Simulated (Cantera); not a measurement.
Charge: 1 mol Cu2O, 2400 mol H2, held at 0.00240 bar.

Equilibrium computed with Cantera from the NASA thermochemical tables; the gas is ideal and each condensed phase is pure. Candidate condensed phases: Cu, CuO, Cu(OH)2, Cu2O, H2O; 12 gas species. Kinetics and transport are ignored.

x: gas mole fraction; n: condensed amount in mol.

```
T (°C)   x H2    x Cu     x H2O       x H  n Cu(s)
------  -----  ------  --------  --------  -------
375     1.000  <1e-12  0.000417    <1e-12     2.00
475     1.000  <1e-12  0.000417  5.87e-12     2.00
575     1.000     ___  0.000417  3.88e-10     2.00
675     1.000     ___  0.000417   1.07e-8     2.00
775     1.000     ___  0.000417   1.58e-7     2.00
875     1.000     ___  0.000417   1.46e-6     2.00
975     1.000     ___  0.000417   9.53e-6     1.96
1075    0.999     ___  0.000417   4.72e-5     1.53
1175    0.999     ___  0.000416  0.000188        0
```

### Question
Complete the blanks.

### Answer

- 575, x Cu: 4.84e-12
- 675, x Cu: 7.19e-10
- 775, x Cu: 4.08e-8
- 875, x Cu: 1.13e-6
- 975, x Cu: 1.84e-5
- 1075, x Cu: 0.000195
- 1175, x Cu: 0.000832
